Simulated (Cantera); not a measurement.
Feed: 1 mol HMDSO, 0.37 mol CO₂, at 1198.15 K and 0.00133 bar.

Method: chemical equilibrium by Gibbs-energy minimisation in Cantera with the NASA 1993 tables (ideal gas, pure condensed phases). Candidate condensed phases: C, C₆H₆, C₇H₈, C₈H₁₈, H₂O, Si, SiC, SiO₂; 123 gas species. The feed counts by its element totals alone. Mutual solubility and eutectic melting of coexisting phases are not modelled. The tables hold silica as quartz up to 1696 K and as liquid above; real silica turns to tridymite and cristobalite and melts near 1996 K. Rates play no part.

Base state: H₂ 0.961, CO 0.0390, CH₄ 1.97e-5, SiO 1.56e-5 (mole fractions); condensed: C(graphite) + SiC(s) + SiO₂(β-quartz).

Problem. What changes in the equilibrium state with this change: temperature from 1198.15 K to 1525 K?

Solution. 
```csv
species,before,after
H₂,0.961,0.837
CO,0.0390,0.162
H,5.12e-6,0.000593
SiO,1.56e-5,0.000351
C₂H₂ (acetylene),9.53e-8,1.01e-5
CH₄,1.97e-5,2.13e-6
"C(graphite), mol",4.69,2.64
"SiC(s), mol",1.31,2.00
"SiO₂(β-quartz), mol",0.687,0
```

Problem. What changes in the equilibrium state with this change: pressure from 0.00133 bar to 0.190 bar?

Solution. 
```
species               before     after
-------------------  -------  --------
H₂                     0.961     0.997
CH₄                  1.97e-5   0.00302
CO                    0.0390  0.000274
SiO                  1.56e-5   1.09e-7
C(graphite), mol        4.69      5.21
SiC(s), mol             1.31      1.13
SiO₂(β-quartz), mol    0.687     0.869
```
